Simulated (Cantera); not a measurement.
Premixed flame

A freely propagating, adiabatic, planar premixed flame of CH₄ : O₂ : N₂ = 1 : 1.54 : 5.78 (molar parts), equivalence ratio 1.3, unburnt at 500 K and 1.00 atm; mixture-averaged transport, grid criteria slope 0.08 and curve 0.16, no radiation.

Model: GRI-Mech 3.0 (53 species, 325 reactions), integrated in Cantera. Burning velocities carry a grid error of a few per cent, more on coarse grids.

```csv
z (mm),T (K),u (m/s),x CH₄,x O₂,x HCO,x OH,x C₂H,x C₂H₆
-1.29,500,0.672,0.120,0.185,<1e-8,<1e-8,<1e-8,4.96e-8
-0.859,504,0.680,0.119,0.184,<1e-8,<1e-8,<1e-8,1.28e-6
-0.644,519,0.704,0.117,0.182,<1e-8,1.36e-8,<1e-8,9.34e-6
-0.430,626,0.859,0.109,0.173,<1e-8,6.06e-7,<1e-8,0.000141
-0.215,1109,1.55,0.0723,0.130,8.58e-7,2.23e-5,<1e-8,0.00137
-0.107,1518,2.16,0.0385,0.0850,1.42e-5,0.000216,3.37e-8,0.00136
0,1870,2.68,0.00995,0.0383,3.92e-5,0.00127,9.25e-7,0.000155
0.107,2028,2.91,0.00113,0.0128,1.91e-5,0.00307,1.39e-6,2.21e-6
0.215,2071,2.97,9.01e-5,0.00440,2.96e-6,0.00404,3.54e-7,1.76e-8
0.430,2093,2.99,7.77e-7,0.00133,1.60e-7,0.00415,<1e-8,<1e-8
0.859,2115,3.01,<1e-8,0.000800,1.05e-7,0.00367,<1e-8,<1e-8
1.72,2140,3.04,<1e-8,0.000493,8.01e-8,0.00296,<1e-8,<1e-8
3.44,2163,3.07,<1e-8,0.000245,5.53e-8,0.00213,<1e-8,<1e-8
```
x: mole fraction of selected species; z is measured from the peak of heat release.

```
Item                          Value
------------------------  ---------
laminar burning velocity  67.0 cm/s
thermal thickness          0.430 mm
peak x(HCO)                 3.93e-5
peak x(OH)                  0.00422
peak x(C₂H)                 1.61e-6
peak x(C₂H₆)                0.00164
```
